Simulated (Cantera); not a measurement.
Mixture: 15.2 % CH4, 17.9 % O2, 67.0 % N2, at 3.40 bar, adiabatic and at constant volume. Ignition delay is the time to a rise of 400 K.

Model: GRI-Mech 3.0 (53 species, 325 reactions), integrated in Cantera.

### Question
Predict: delay at 1173 K; delay at 1323 K; delay at 1473 K; delay at 1623 K; apparent activation energy between 1548 and 1698 K.

### Answer
```json
{
  "delay at 1173 K": "26.7 ms",
  "delay at 1323 K": "3.87 ms",
  "delay at 1473 K": "0.709 ms",
  "delay at 1623 K": "0.161 ms",
  "apparent activation energy between 1548 and 1698 K": "200 kJ/mol"
}
```
